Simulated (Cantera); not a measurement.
Premixed flame

A freely propagating, adiabatic, planar premixed flame of H₂ : O₂ : N₂ : H₂O = 1 : 0.192 : 0.723 : 0.11 (molar parts), equivalence ratio 2.6, unburnt at 375 K and 0.276 atm; mixture-averaged transport, grid criteria slope 0.08 and curve 0.16, no radiation.

Cantera simulation using the H2/O2 subset of GRI-Mech 3.0, which has no nitrogen chemistry; the numbers are that mechanism's predictions, not measurements. Burning velocities carry a grid error of a few per cent, more on coarse grids.

```csv
z (mm),T (K),u (m/s),x H₂,x O₂,x H₂O,x H,x OH,x HO₂
-5.75,375,3.04,0.494,0.0948,0.0543,<1e-8,<1e-8,<1e-8
-3.83,375,3.04,0.494,0.0948,0.0543,<1e-8,<1e-8,<1e-8
-2.87,375,3.04,0.494,0.0948,0.0543,<1e-8,<1e-8,<1e-8
-1.92,375,3.04,0.494,0.0948,0.0543,<1e-8,<1e-8,6.91e-8
-0.958,399,3.21,0.490,0.0951,0.0554,4.61e-5,3.30e-5,0.000140
-0.479,640,5.03,0.461,0.0887,0.0762,0.00506,0.000411,9.55e-5
0,985,7.55,0.393,0.0642,0.134,0.0309,0.000576,3.24e-5
0.479,1220,9.30,0.319,0.0224,0.215,0.0619,0.00114,9.46e-6
0.958,1324,10.1,0.294,0.00431,0.250,0.0700,0.00110,1.70e-6
1.92,1411,10.7,0.294,0.000267,0.259,0.0635,0.00117,9.82e-8
3.83,1499,11.3,0.302,7.57e-5,0.261,0.0513,0.00126,2.80e-8
7.66,1586,11.9,0.310,4.95e-5,0.263,0.0386,0.00123,1.84e-8
15.3,1663,12.4,0.318,2.74e-5,0.265,0.0270,0.00105,1.08e-8
```
x: mole fraction of selected species; z is measured from the peak of heat release.

The laminar burning velocity is 304 cm/s and the thermal thickness is 1.92 mm. The peak x(H) is 0.0700, the peak x(OH) is 0.00127 and the peak x(HO₂) is 0.000191. The grid points is 133.
